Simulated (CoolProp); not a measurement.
Properties of hydrogen chloride along the isotherm 328.2 K.

Model: reference Helmholtz-energy equation of state, Thol 2018, in CoolProp.

```csv
p (bar),phase,density (kg/m³),cp (kJ/(kg K)),cv (kJ/(kg K)),isothermal compressibility (1/MPa),fugacity coefficient
55.4,gas,104.1,1.721,0.8038,0.2742,0.7703
111,supercritical,670.0,3.720,0.9210,0.04697,0.5302
166,supercritical,765.8,2.344,0.8649,0.01441,0.3924
222,supercritical,814.7,2.020,0.8503,0.008714,0.3225
277,supercritical,848.6,1.863,0.8453,0.006351,0.2823
333,supercritical,875.7,1.765,0.8439,0.005008,0.2561
388,supercritical,898.0,1.698,0.8442,0.004162,0.2388
443,supercritical,917.2,1.649,0.8456,0.003569,0.2268
499,supercritical,934.5,1.610,0.8475,0.003122,0.2183
554,supercritical,949.7,1.579,0.8497,0.002783,0.2126
610,supercritical,963.9,1.553,0.8521,0.002508,0.2087
665,supercritical,976.6,1.532,0.8546,0.002288,0.2065
721,supercritical,988.7,1.513,0.8572,0.002102,0.2056
776,supercritical,999.8,1.498,0.8598,0.001947,0.2057
831,supercritical,1010,1.484,0.8623,0.001813,0.2066
```

The peak of cp marks the crossing from liquid-like to gas-like fluid above the critical point.
